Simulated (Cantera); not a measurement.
Stirred combustor or abatement burner

A perfectly stirred reactor is fed with CH4 : CO : O2 : N2 = 1 : 0.3 : 4.39 : 16.5 (molar parts), equivalence ratio 0.49, at 16.0 bar; it is adiabatic with a 775 K inlet, and is followed from long to short residence time, starting on the burning branch (τ in s: 0.088, 0.029, 0.0095, 0.0031, 0.001, 0.00033, 0.00011, 3.6e-05, 1.2e-05, 3.8e-06).

Computed with Cantera and GRI-Mech 3.0 (53 species, 325 reactions). The pressure lies above the range GRI-Mech 3.0 was tuned for (to about 10 atm).

| τ (s) | T (K) | x CH4 | x CO | x O2 | x CH3 | x HCN |
|---|---|---|---|---|---|---|
| 0.088 | 1872 | 1.77e-6 | 5.12e-5 | 0.101 | 3.67e-7 | 7.06e-9 |
| 0.029 | 1871 | 5.00e-6 | 0.000110 | 0.102 | 1.05e-6 | 7.64e-9 |
| 0.0095 | 1870 | 1.31e-5 | 0.000262 | 0.102 | 2.79e-6 | 8.87e-9 |
| 0.0031 | 1866 | 3.18e-5 | 0.000629 | 0.102 | 6.84e-6 | 1.15e-8 |
| 0.0010 | 1857 | 7.48e-5 | 0.00150 | 0.102 | 1.58e-5 | 1.65e-8 |
| 0.00033 | 1837 | 0.000181 | 0.00360 | 0.103 | 3.56e-5 | 2.33e-8 |
| 0.00011 | 1772 | 0.000624 | 0.0106 | 0.108 | 9.57e-5 | 2.75e-8 |
| 3.6e-5 | 775 | 0.0451 | 0.0135 | 0.198 | 4.46e-12 | <1e-12 |
| 1.2e-5 | 775 | 0.0451 | 0.0135 | 0.198 | 1.42e-12 | <1e-12 |
| 3.8e-6 | 775 | 0.0451 | 0.0135 | 0.198 | <1e-12 | <1e-12 |
x: mole fraction; the columns are a selection and need not sum to one.
